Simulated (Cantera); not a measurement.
What does this Cantera script print?

```python
import numpy as np
import cantera as ct

gas = ct.Solution("gri30.yaml")
gas.TPX = 650, 101325, {'C2H4': 1, 'O2': 3.16, 'N2': 11.9, 'CO2': 1.2}
inlet = ct.Reservoir(gas, clone=True)
gas.equilibrate("HP")  # start burning
reactor = ct.IdealGasConstPressureReactor(gas, energy="on", clone=False)
exhaust = ct.Reservoir(gas, clone=True)
tau = [0.098, 0.039, 0.015, 0.0061, 0.0024, 0.00097, 0.00039, 0.00015, 6.1e-05, 2.4e-05][0]
for a, b in ((inlet, reactor), (reactor, exhaust)):
    ct.MassFlowController(a, b, mdot=lambda t: reactor.mass / tau)
net = ct.ReactorNet([reactor])
show = ['C2H4', 'O2', 'CO2', 'N2O', 'H2O', 'HCN']

rows = []
print(f"{'tau/s':>10s}{'T/K':>9s}" + "".join(f"{s:>11s}" for s in show))
for tau in [0.098, 0.039, 0.015, 0.0061, 0.0024, 0.00097, 0.00039, 0.00015, 6.1e-05, 2.4e-05]:
    net.initial_time = 0.0
    net.advance(30 * tau)
    before = gas.X
    net.advance(40 * tau)
    drift = np.max(np.abs(gas.X - before) / (gas.X + 1e-9))
    rows.append([gas.T, *gas[show].X, drift])
    print(f"{tau:10.3e}{gas.T:9.1f}" + "".join(f"{x:11.3e}" for x in gas[show].X))
```

Output:

```
     tau/s      T/K       C2H4         O2        CO2        N2O        H2O        HCN
 9.800e-02   2349.1  8.770e-07  1.823e-02  1.607e-01  2.670e-07  1.086e-01  1.754e-07
 3.900e-02   2334.6  2.039e-06  1.954e-02  1.587e-01  2.640e-07  1.079e-01  2.678e-07
 1.500e-02   2301.2  4.586e-06  2.176e-02  1.546e-01  2.429e-07  1.066e-01  3.198e-07
 6.100e-03   2247.4  9.224e-06  2.475e-02  1.485e-01  2.152e-07  1.045e-01  3.147e-07
 2.400e-03   2173.0  1.855e-05  2.839e-02  1.407e-01  1.897e-07  1.015e-01  3.105e-07
 9.700e-04   2091.0  3.743e-05  3.202e-02  1.330e-01  1.699e-07  9.824e-02  3.592e-07
 3.900e-04   2006.8  8.040e-05  3.567e-02  1.257e-01  1.534e-07  9.484e-02  4.964e-07
 1.500e-04   1921.6  1.982e-04  4.006e-02  1.181e-01  1.376e-07  9.159e-02  8.179e-07
 6.100e-05   1838.1  5.544e-04  4.685e-02  1.086e-01  1.177e-07  8.881e-02  1.524e-06
 2.400e-05    650.0  5.794e-02  1.831e-01  6.952e-02  1.567e-21  4.871e-15  7.652e-20
```

Model: GRI-Mech 3.0 (53 species, 325 reactions), integrated in Cantera. GRI-Mech 3.0 was tuned for natural gas; its chemistry of ethylene as a main component is partial and can be far from experiment.
